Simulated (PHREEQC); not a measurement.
A PHREEQC input (ion-association model, phreeqc.dat):

```
SOLUTION 1
  temp 43
  units mg/kgw
  pH 5.88
  pe 11.2
  Na 8.18
  K 3.3
  Ca 4.52
  Mg 0.393
  Cl 2.91
  S(6) 2.09 as SO4
  Alkalinity 34.6 as HCO3 charge
  Ba 0.0507
  Pb 0.0351
END
USE solution 1
EQUILIBRIUM_PHASES 1
  Quartz 0 0.5
  CO2(g) -2 10
END
```

It stops with these messages:

```
ERROR: Alkalinity cannot be used with charge balance or solution phase boundary constraints.
ERROR: Program terminating due to input errors.
```

The fault: charge balance asked on alkalinity. The line should read `as HCO3` where the input has `as HCO3 charge`. With the mend the run ends at pH 6.68 and ionic strength 0.000843 mol/kgw.
